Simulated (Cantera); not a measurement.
A Cantera script and what it prints.

```python
import numpy as np
import cantera as ct

gas_names = [...]  # 116 gases of nasa_gas.yaml made of C, H, Mg, O
cond_names = """
    C(gr) C6H6(L) C7H8(L) C8H18(L),n-octa H2O(s) H2O(L) Mg(cr) Mg(L) MgCO3(s) MgO(s) MgO(L) MgO2H2(s)
""".split()


# ... load() reads the species with a 1 bar reference pressure and builds the phases ...
atoms = {
    'MgO': {'Mg': 1, 'O': 1},
    'CH4': {'C': 1, 'H': 4},
    'H2': {'H': 2},
}
top_T = {'C(gr)': 4500}  # K; cautious upper limits of use, not melting points


# ... equilibrate(T, P, feed) seeds the gas with the atoms and calls Mixture.equilibrate('TP', solver="vcs", rtol=1e-11, max_steps=5000) ...
results = []
feed = {'MgO': 1, 'CH4': 4.5, 'H2': 0.1}  # mol
T = 873.15  # K
P = 7200  # Pa
mix = equilibrate(T, P, feed)
results.append((T, P, feed, dict(zip(mix.species_names, mix.species_moles))))
x = sorted(zip(gas.X, gas.species_names), reverse=True)
print(f"T = {T:g} K  P = {P:g} Pa  gas = {mix.phase_moles(0):.4g} mol")
print("   x: " + "  ".join(f"{s} {v:.3e}" for v, s in x if v > 1e-06))
print("   condensed (mol): " + ("  ".join(f"{mix.phase(i).name} {mix.phase_moles(i):.4g}"
      for i in range(1, mix.n_phases) if mix.phase_moles(i) > 1e-12) or "none"))
```

Output:

```
T = 873.15 K  P = 7200 Pa  gas = 8.832 mol
   x: H2 9.697e-01  CH4 3.032e-02
   condensed (mol): C(gr) 4.232  MgO(s) 1
```

Method: chemical equilibrium by Gibbs-energy minimisation in Cantera with the NASA 1993 tables (ideal gas, pure condensed phases).
